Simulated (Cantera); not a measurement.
Feed: 1 mol Si, 5.3 mol HCl, 19 mol H₂, at 850 K and 18000 Pa.

Method: chemical equilibrium by Gibbs-energy minimisation in Cantera with the NASA 1993 tables (ideal gas, pure condensed phases). Candidate condensed phases: Si; 19 gas species. Kinetics and transport are ignored.

Base state: H₂ 0.900, HCl 0.0569, SiCl₄ 0.0418, SiHCl₃ 0.00110 (mole fractions); condensed: gas only.

Task: What changes in the equilibrium state with this change: HCl from 5.3 to 0.9 mol?

Result: 
```tsv
species	before	after
H₂	0.900	0.985
SiCl₄	0.0418	0.00676
SiHCl₃	0.00110	0.00528
HCl	0.0569	0.00209
SiH₂Cl₂	2.53e-6	0.000363
SiCl₃	4.88e-6	2.24e-5
Si(s), mol	0	0.756
```
The tables' values for SiCl₃ are old estimates; treat these amounts as uncertain.

Task: What changes in the equilibrium state with this change: temperature from 850 K to 1198 K?

Result: 
```tsv
species	before	after
H₂	0.900	0.883
HCl	0.0569	0.0746
SiCl₄	0.0418	0.0273
SiCl₂	4.04e-8	0.00323
SiCl₃	4.88e-6	0.00315
SiH₂Cl₂	2.53e-6	0.000362
SiHCl₃	0.00110	0.00869
```
The tables' values for SiCl₃ are old estimates; treat these amounts as uncertain.
